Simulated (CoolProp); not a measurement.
Vapour-liquid equilibrium of isobutane (1) + acetone (2) at 74.05 °C; x and y are mole fractions of (1).

The numbers come from the multi-fluid Helmholtz-energy mixture model, Bücker 2006 and Lemmon 2006; pair parameters Bell 2016 in CoolProp.

```
x     bubble pressure (MPa)  y at the bubble point  dew pressure at overall composition x (MPa)  liquid density (mol/L)
----  ---------------------  ---------------------  -------------------------------------------  ----------------------
0.05                 0.3304                  0.455                                       0.1903                   12.25
0.2                  0.6573                  0.737                                       0.2262                   11.46
0.35                 0.8376                  0.805                                       0.2778                   10.72
0.5                  0.9377                  0.837                                       0.3591                   10.02
0.65                  1.011                  0.864                                       0.5054                   9.384
0.8                   1.085                  0.901                                       0.8226                   8.829
0.95                  1.164                  0.967                                        1.149                   8.383
```

No azeotrope shows between x = 0.05 and 0.95.

The pair parameters rest on a limited set of measurements; away from them the model extrapolates. With so large a gap from Raoult's law the liquid may split in two, which this calculation doesn't test in full.
